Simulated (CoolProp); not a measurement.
Ethane at 488.14 K and 0.355 MPa flows at 15 m/s in a round tube of 2 mm bore and 1.5 µm roughness, fully developed (64/Re and Nu = 3.66 if laminar; Colebrook and Gnielinski if turbulent). Each further row changes one setting.

Values from CoolProp's reference Helmholtz-energy equation of state, Bücker 2006.

| case | Reynolds number | Darcy friction factor | pressure drop (Pa/m) | heat-transfer coefficient (W/(m² K)) | mass flow (kg/h) |
|---|---|---|---|---|---|
| as stated | 5460 | 0.0373 | 5550 | 466 | 0.448 |
| velocity 30 m/s | 10900 | 0.0314 | 18600 | 856 | 0.897 |
| diameter 4 mm | 10900 | 0.0308 | 2290 | 419 | 1.79 |

Viscosity comes from a separate model (Friend 1991). Thermal conductivity comes from a separate model (Friend 1991).
